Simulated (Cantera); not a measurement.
What does this Cantera script print?

```python
import numpy as np
import cantera as ct

gas = ct.Solution("gri30.yaml")
gas.TPX = 1450, 940000, {'CH4': 1, 'H2O': 3.1}
reactor = ct.IdealGasConstPressureReactor(gas, energy="off", clone=False)
net = ct.ReactorNet([reactor])
net.rtol, net.atol = 1e-08, 1e-18
show = ['CH4', 'H2O', 'HO2', 'C2H', 'H', 'CH3', 'H2']
times = np.geomspace(0.0005, 90, 9)

steps = ct.SolutionArray(gas, extra=["t"])
rows = []
print(f"{'t/s':>10s}{'T/K':>9s}{'P/Pa':>11s}" + "".join(f"{s:>11s}" for s in show))
for t in times:
    while net.time < t:
        t_next = net.step()
        steps.append(gas.state, t=t_next)
    rows.append([np.interp(t, steps.t, y) for y in (steps.T, steps.P, *steps(*show).X.T)])
    print(f"{t:10.3e}{rows[-1][0]:9.1f}{rows[-1][1]:11.4g}" + "".join(f"{x:11.3e}" for x in rows[-1][2:]))
rate = np.gradient(steps.T, steps.t)
print("integrator steps:", len(steps.t))
if steps.T.max() > steps.T[0] + 200:
    print(f"time of steepest temperature rise: {steps.t[rate.argmax()]:.4e} s")
gas.TPX = 1450, 940000, {'CH4': 1, 'H2O': 3.1}
gas.equilibrate("TP")
print(f"equilibrium (TP): T = {gas.T:.1f} K  " + "  ".join(f"{s} {gas[s].X[0]:.3e}" for s in show))
```

It prints:

```
       t/s      T/K       P/Pa        CH4        H2O        HO2        C2H          H        CH3         H2
 5.000e-04   1450.0    9.4e+05  2.436e-01  7.561e-01  5.570e-16  7.346e-16  8.303e-09  2.541e-05  1.550e-04
 2.269e-03   1450.0    9.4e+05  2.425e-01  7.559e-01  1.203e-15  7.298e-14  1.649e-08  3.345e-05  8.666e-04
 1.030e-02   1450.0    9.4e+05  2.370e-01  7.538e-01  2.017e-15  5.619e-12  6.418e-08  3.878e-05  6.002e-03
 4.674e-02   1450.0    9.4e+05  2.146e-01  7.406e-01  2.066e-15  7.593e-11  2.546e-07  3.230e-05  3.237e-02
 2.121e-01   1450.0    9.4e+05  1.580e-01  7.041e-01  1.613e-15  2.208e-10  7.344e-07  2.300e-05  1.008e-01
 9.628e-01   1450.0    9.4e+05  1.296e-01  6.500e-01  1.760e-15  2.081e-10  1.271e-06  2.017e-05  1.643e-01
 4.369e+00   1450.0    9.4e+05  1.277e-01  5.708e-01  9.719e-16  5.791e-11  1.485e-06  1.650e-05  2.314e-01
 1.983e+01   1450.0    9.4e+05  9.476e-02  4.776e-01  4.586e-16  9.361e-12  1.772e-06  1.027e-05  3.292e-01
 9.000e+01   1450.0    9.4e+05  4.563e-02  3.864e-01  2.100e-16  8.286e-13  2.041e-06  4.311e-06  4.349e-01
integrator steps: 1747
equilibrium (TP): T = 1450.0 K  CH4 4.317e-05  H2O 3.116e-01  HO2 1.062e-16  C2H 3.914e-19  H 2.249e-06  CH3 3.727e-09  H2 5.245e-01
```

Cantera simulation using GRI-Mech 3.0 (53 species, 325 reactions); the numbers are that mechanism's predictions, not measurements.
